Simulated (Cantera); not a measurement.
A freely propagating, adiabatic, planar premixed flame of C3H8 : O2 : N2 = 1 : 4.17 : 15.7 (molar parts), equivalence ratio 1.2, unburnt at 550 K and 1.01 bar; multicomponent+Soret transport, grid criteria slope 0.08 and curve 0.16, no radiation.

Model: GRI-Mech 3.0 (53 species, 325 reactions), integrated in Cantera. GRI-Mech 3.0 was tuned for natural gas; its chemistry of propane as a main component is partial and can be far from experiment. Burning velocities carry a grid error of a few per cent, more on coarse grids.

**Question.** Predict: laminar burning velocity; thermal thickness; peak x(H); peak x(OH); peak x(C2H4).

**Answer.** 
- laminar burning velocity = 130 cm/s
- thermal thickness = 0.267 mm
- peak x(H) = 0.0139
- peak x(OH) = 0.00869
- peak x(C2H4) = 0.0132
